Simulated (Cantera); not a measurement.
Cantera run:

```python
import numpy as np
import cantera as ct

gas_names = """
    C CN CO COS CO2 CS CS2 C2 CCN CNC C2N2 C2O C3 C3O2 C4 C4N2 C5 N NCO NO NO2 NO3 N2 N2O O O2 O3 S SN
    SO SO2 SO3 S2 S2O S8
""".split()
cond_names = """
    C(gr) S(cr1) S(cr2) S(L)
""".split()


# ... load() reads the species with a 1 bar reference pressure and builds the phases ...
atoms = {
    'CS2': {'C': 1, 'S': 2},
    'SO2': {'S': 1, 'O': 2},
    'N2': {'N': 2},
}
top_T = {'C(gr)': 4500}  # K; cautious upper limits of use, not melting points


# ... equilibrate(T, P, feed) seeds the gas with the atoms and calls Mixture.equilibrate('TP', solver="vcs", rtol=1e-11, max_steps=5000) ...
results = []
feed = {'CS2': 1, 'SO2': 0.035, 'N2': 0.59}  # mol
P = 41000  # Pa
for T in [1400, 1450, 1500, 1550, 1600, 1650, 1700, 1750, 1800, 1850]:
    mix = equilibrate(T, P, feed)
    results.append((T, P, feed, dict(zip(mix.species_names, mix.species_moles))))
    x = sorted(zip(gas.X, gas.species_names), reverse=True)
    print(f"T = {T:g} K  P = {P:g} Pa  gas = {mix.phase_moles(0):.4g} mol")
    print("   x: " + "  ".join(f"{s} {v:.3e}" for v, s in x if v > 0.001))
    print("   condensed (mol): " + ("  ".join(f"{mix.phase(i).name} {mix.phase_moles(i):.4g}"
          for i in range(1, mix.n_phases) if mix.phase_moles(i) > 1e-12) or "none"))
```

It prints:

```
T = 1400 K  P = 41000 Pa  gas = 1.676 mol
   x: CS2 5.129e-01  N2 3.519e-01  S2 9.314e-02  CO 4.019e-02  COS 1.567e-03
   condensed (mol): C(gr) 0.06978
T = 1450 K  P = 41000 Pa  gas = 1.677 mol
   x: CS2 5.105e-01  N2 3.519e-01  S2 9.550e-02  CO 4.051e-02  COS 1.233e-03
   condensed (mol): C(gr) 0.07333
T = 1500 K  P = 41000 Pa  gas = 1.677 mol
   x: CS2 5.080e-01  N2 3.517e-01  S2 9.774e-02  CO 4.075e-02
   condensed (mol): C(gr) 0.07663
T = 1550 K  P = 41000 Pa  gas = 1.678 mol
   x: CS2 5.054e-01  N2 3.516e-01  S2 9.984e-02  CO 4.092e-02  CS 1.351e-03
   condensed (mol): C(gr) 0.0796
T = 1600 K  P = 41000 Pa  gas = 1.679 mol
   x: CS2 5.027e-01  N2 3.514e-01  S2 1.018e-01  CO 4.104e-02  CS 2.280e-03
   condensed (mol): C(gr) 0.0821
T = 1650 K  P = 41000 Pa  gas = 1.68 mol
   x: CS2 4.998e-01  N2 3.511e-01  S2 1.036e-01  CO 4.112e-02  CS 3.725e-03
   condensed (mol): C(gr) 0.08399
T = 1700 K  P = 41000 Pa  gas = 1.682 mol
   x: CS2 4.964e-01  N2 3.507e-01  S2 1.052e-01  CO 4.116e-02  CS 5.904e-03
   condensed (mol): C(gr) 0.08505
T = 1750 K  P = 41000 Pa  gas = 1.685 mol
   x: CS2 4.924e-01  N2 3.501e-01  S2 1.066e-01  CO 4.116e-02  CS 9.100e-03
   condensed (mol): C(gr) 0.085
T = 1800 K  P = 41000 Pa  gas = 1.689 mol
   x: CS2 4.875e-01  N2 3.493e-01  S2 1.077e-01  CO 4.112e-02  CS 1.367e-02
   condensed (mol): C(gr) 0.08347
T = 1850 K  P = 41000 Pa  gas = 1.695 mol
   x: CS2 4.815e-01  N2 3.481e-01  S2 1.084e-01  CO 4.102e-02  CS 2.005e-02
   condensed (mol): C(gr) 0.08002
```

Cantera equilibrium calculation (NASA polynomials, part measured and part estimated; ideal gas, pure solids and liquids).
